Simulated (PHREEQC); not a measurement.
## Silver or lead bath: speciation

Solution (7.5 °C): 0.0081 mol Pb(NO3)2 and 0.000121 mol NaCl per kg of water. Closed to the air; pH follows from the charge balance.

Equilibrium calculation in PHREEQC: ion-association model, wateq4f.dat.

No solid was allowed to form.

**Question.** Estimate the pH, ionic strength.

**Answer.** pH 4.99; ionic strength 0.0226 mol/kgw.

**Question.** In which forms is Cl present?

**Answer.** Cl- 91 %, PbCl+ 9.2 % of the Cl.

Constants without temperature data keep their 25 °C values here.
